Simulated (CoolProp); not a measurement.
Vapour-liquid equilibrium of carbonyl sulfide (1) + propane (2) at 237.8 K; x and y are mole fractions of (1).

The numbers come from the multi-fluid Helmholtz-energy mixture model, Lemmon 2006 and Lemmon 2009; pair parameters Bell 2016 in CoolProp.

Give the bubble pressure and the first vapour's composition at x = 0.05, 0.425, 0.5. Is there an azeotrope?

x = 0.05: 0.1395 MPa, y = 0.077; x = 0.425: 0.1626 MPa, y = 0.502; x = 0.5: 0.1663 MPa, y = 0.573. No azeotrope shows between x = 0.05 and 0.95.

Pair parameters are fitted to limited data, so mixtures are less certain than the pure fluids.
